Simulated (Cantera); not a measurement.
Input (Python, Cantera) and output of one run.

```python
import numpy as np
import cantera as ct

gas_names = """
    H OH
""".split()
cond_names = """
    TiO(a) TiO(b) TiO(L) Ti(a) Ti(b) Ti(L) Ti3O5(a) Ti3O5(b) Ti3O5(L) Ti2O3(a) Ti2O3(b) Ti2O3(L)
""".split()


# ... load() reads the species with a 1 bar reference pressure and builds the phases ...
species = {s.name: s for s in load("nasa_gas.yaml", gas_names) + load("nasa_condensed.yaml", cond_names)}
# Each term lists the table entries of one substance; the one whose range holds T is used.
reactions = {
    '5 TiO = 2 Ti + Ti3O5':
        [(-5, ['TiO(a)', 'TiO(b)', 'TiO(L)']), (2, ['Ti(a)', 'Ti(b)', 'Ti(L)']), (1, ['Ti3O5(a)', 'Ti3O5(b)', 'Ti3O5(L)'])],
    '2 Ti3O5 + H(g) = OH(g) + 3 Ti2O3':
        [(-2, ['Ti3O5(a)', 'Ti3O5(b)', 'Ti3O5(L)']), (-1, ['H']), (1, ['OH']), (3, ['Ti2O3(a)', 'Ti2O3(b)', 'Ti2O3(L)'])],
}


def pick(names, T):
    return next(species[n] for n in names if species[n].thermo.min_temp <= T <= species[n].thermo.max_temp)


results = []
for label, terms in reactions.items():
    print(label)
    print("     T/K   dH/kJ  dS/(J/K)   dG/kJ   log10 K")
    for T in [2148, 2223, 2298, 2373, 2448, 2523, 2598, 2673, 2748, 2823]:
        used = [(nu, pick(names, T)) for nu, names in terms]
        dH = sum(nu * s.thermo.h(T) for nu, s in used) / 1e6
        dS = sum(nu * s.thermo.s(T) for nu, s in used) / 1e3
        dG = dH - T * dS / 1e3
        logK = -dG * 1e6 / (ct.gas_constant * T * np.log(10))
        results.append((label, T, dH, dS, dG, logK, [s.name for _, s in used]))
        print(f"{T:8g} {dH:8.1f} {dS:8.1f} {dG:8.1f} {logK:8.2f}")
```

It prints:

```
5 TiO = 2 Ti + Ti3O5
     T/K   dH/kJ  dS/(J/K)   dG/kJ   log10 K
    2148    206.3      3.8    198.2    -4.82
    2223    208.3      4.7    197.9    -4.65
    2298    210.3      5.6    197.5    -4.49
    2373    212.3      6.4    197.0    -4.34
    2448    214.3      7.3    196.5    -4.19
    2523    216.3      8.1    195.9    -4.06
    2598    218.3      8.8    195.3    -3.93
    2673    220.3      9.6    194.6    -3.80
    2748    222.3     10.3    193.9    -3.68
    2823    224.3     11.1    193.1    -3.57
2 Ti3O5 + H(g) = OH(g) + 3 Ti2O3
     T/K   dH/kJ  dS/(J/K)   dG/kJ   log10 K
    2148    131.7     -4.8    142.0    -3.45
    2223    127.9     -6.5    142.4    -3.35
    2298    124.1     -8.2    143.0    -3.25
    2373    120.4     -9.8    143.6    -3.16
    2448    116.7    -11.3    144.4    -3.08
    2523    112.9    -12.8    145.3    -3.01
    2598    109.2    -14.3    146.3    -2.94
    2673    105.5    -15.7    147.5    -2.88
    2748    101.8    -17.1    148.7    -2.83
    2823     98.2    -18.4    150.0    -2.78
```

Standard-state values (1 bar) from the NASA 1993 polynomials, evaluated with Cantera. TiO: taken at fixed stoichiometry. Condensed species are held in their standard states even where they would react or evaporate.
